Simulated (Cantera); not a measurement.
A closed system holds: 1 mol Ti, 0.058 mol C3H8, equilibrated at 2098 K and 0.360 bar.

Cantera equilibrium calculation (NASA polynomials, part measured and part estimated; ideal gas, pure solids and liquids). Candidate condensed phases: C, C6H6, C7H8, C8H18, Ti, TiC; 77 gas species. Mutual solubility and eutectic melting of coexisting phases are not modelled. TiC: taken at fixed stoichiometry. Condensed phases not in the tables: N, O or C dissolved in the metal. The numbers say what is thermodynamically allowed, not how fast it happens.

Base state: H2 0.995, H 0.00512, Ti 9.41e-5 (mole fractions); condensed: Ti(l) + TiC(s).

**Question.** What changes in the equilibrium state with this change: pressure from 0.360 bar to 0.000170 bar?

**Answer.** 
```tsv
species	before	after
H2	0.995	0.616
Ti	9.41e-5	0.199
H	0.00512	0.185
Ti(l), mol	0.826	0.761
TiC(s), mol	0.174	0.174
```

**Question.** What changes in the equilibrium state with this change: temperature from 2098 K to 2023 K?

**Answer.** 
| species | before | after |
|---|---|---|
| H2 | 0.995 | 0.997 |
| H | 0.00512 | 0.00316 |
| Ti | 9.41e-5 | 3.72e-5 |
| Ti(l), mol | 0.826 | 0.826 |
| TiC(s), mol | 0.174 | 0.174 |

**Question.** What changes in the equilibrium state with this change: pressure from 0.360 bar to 0.0133 bar?

**Answer.** 
| species | before | after |
|---|---|---|
| H2 | 0.995 | 0.971 |
| H | 0.00512 | 0.0263 |
| Ti | 9.41e-5 | 0.00254 |
| Ti(l), mol | 0.826 | 0.825 |
| TiC(s), mol | 0.174 | 0.174 |
